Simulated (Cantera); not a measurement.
## Adiabatic ignition

An adiabatic, constant-pressure homogeneous reactor starts with CH4 : O2 : N2 = 1 : 1.11 : 4.78 (molar parts), equivalence ratio 1.8, at 1300 K and 1280 Torr.

Cantera simulation using GRI-Mech 3.0 (53 species, 325 reactions); the numbers are that mechanism's predictions, not measurements.

```
t (s)     T (K)     x CH4     x O2    x C2H4      x NO     x HCO
--------  -----  --------  -------  --------  --------  --------
3.00e-6    1300     0.145    0.161    <1e-12    <1e-12    <1e-12
7.57e-6    1300     0.145    0.161    <1e-12    <1e-12    <1e-12
1.91e-5    1300     0.145    0.161  1.04e-12    <1e-12    <1e-12
4.82e-5    1300     0.145    0.161  2.23e-11    <1e-12    <1e-12
0.000122   1300     0.145    0.161  5.82e-10    <1e-12    <1e-12
0.000307   1300     0.145    0.161   2.07e-8    <1e-12  9.45e-12
0.000775   1300     0.145    0.161   4.63e-7    <1e-12  1.09e-10
0.00195    1301     0.145    0.161   3.43e-6    <1e-12  5.66e-10
0.00493    1305     0.144    0.160   2.76e-5    <1e-12   3.32e-9
0.0124     2401   3.81e-6  6.90e-6   1.90e-9  0.000168   1.15e-7
0.0314     2396  1.94e-11  9.46e-6    <1e-12  0.000130   1.27e-7
0.0793     2397  1.93e-11  9.47e-6    <1e-12  0.000113   1.27e-7
0.200      2397  1.93e-11  9.47e-6    <1e-12  0.000113   1.27e-7
```
x: mole fraction; the columns are a selection and need not sum to one.

```json
{
 "time_of_steepest_temperature_rise": "12.0 ms",
 "temperature at 0.200 s": "2397 K",
 "equilibrium_temperature": "2397 K",
 "x(CH4) at 0.200 s": "1.93e-11 (gas-phase equilibrium 2.18e-11)",
 "x(O2) at 0.200 s": "9.47e-6 (gas-phase equilibrium 9.47e-6)",
 "x(C2H4) at 0.200 s": "<1e-12 (gas-phase equilibrium <1e-12)"
}
```
